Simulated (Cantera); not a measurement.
# Chemical vapour transport: PbO + H2O + N2

Feed: 1 mol PbO, 0.53 mol H2O, 0.26 mol N2, equilibrated at 7.50 Torr.

Cantera equilibrium calculation (NASA polynomials, part measured and part estimated; ideal gas, pure solids and liquids). Candidate condensed phases: H2O, Pb, PbO, PbO2, Pb3O4; 27 gas species. Gases not in the tables: (PbO)n polymers. Equilibrium is a limit: real reactors are often held back by kinetics, nucleation or transport.

From 823 K to 1123 K the condensed part is PbO(yellow). From 1223 K to 1423 K the condensed part is PbO(l). From 1523 K to 1723 K nothing is condensed.

| T (K) | x H2O | x PbO | x N2 | x Pb | x O2 | x OH | x NO | x H2 | n PbO(yellow) | n PbO(l) |
|---|---|---|---|---|---|---|---|---|---|---|
| 823 | 0.671 | 2.27e-8 | 0.329 | 3.28e-9 | 7.18e-9 | 1.92e-10 | 3.51e-10 | 1.16e-8 | 1.00 | 0 |
| 923 | 0.671 | 1.89e-6 | 0.329 | 3.56e-7 | 2.24e-7 | 5.93e-9 | 8.34e-9 | 1.03e-7 | 1.000 | 0 |
| 1023 | 0.671 | 6.43e-5 | 0.329 | 1.17e-5 | 5.97e-6 | 1.07e-7 | 1.38e-7 | 4.69e-7 | 1.000 | 0 |
| 1123 | 0.670 | 0.00114 | 0.329 | 0.000193 | 9.63e-5 | 1.17e-6 | 1.44e-6 | 1.57e-6 | 0.999 | 0 |
| 1223 | 0.662 | 0.0108 | 0.325 | 0.00181 | 0.000899 | 8.46e-6 | 9.76e-6 | 4.49e-6 | 0 | 0.990 |
| 1323 | 0.615 | 0.0667 | 0.302 | 0.0113 | 0.00564 | 4.33e-5 | 4.65e-5 | 1.06e-5 | 0 | 0.933 |
| 1423 | 0.406 | 0.313 | 0.199 | 0.0543 | 0.0271 | 0.000147 | 0.000149 | 1.58e-5 | 0 | 0.522 |
| 1523 | 0.280 | 0.423 | 0.137 | 0.106 | 0.0528 | 0.000357 | 0.000286 | 3.12e-5 | 0 | 0 |
| 1623 | 0.274 | 0.371 | 0.134 | 0.147 | 0.0729 | 0.000845 | 0.000519 | 8.78e-5 | 0 | 0 |
| 1723 | 0.267 | 0.315 | 0.131 | 0.190 | 0.0941 | 0.00179 | 0.000863 | 0.000221 | 0 | 0 |
x: gas mole fraction; n: condensed amount in mol.
